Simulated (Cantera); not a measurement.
A closed system holds: 1 mol SiCl₄, 1.7 mol Cl₂, 0.28 mol H₂, equilibrated at 823.15 K and 0.100 bar.

Equilibrium computed with Cantera from the NASA thermochemical tables; the gas is ideal and each condensed phase is pure. Candidate condensed phases: Si; 19 gas species. The numbers say what is thermodynamically allowed, not how fast it happens.

Base state: Cl₂ 0.476, SiCl₄ 0.336, HCl 0.188, Cl 3.44e-5 (mole fractions); condensed: gas only.

**Question.** What changes in the equilibrium state with this change: H₂ from 0.28 to 0.52 mol?

**Answer.** 
| species | before | after |
|---|---|---|
| Cl₂ | 0.476 | 0.366 |
| HCl | 0.188 | 0.323 |
| SiCl₄ | 0.336 | 0.311 |
| Cl | 3.44e-5 | 3.02e-5 |
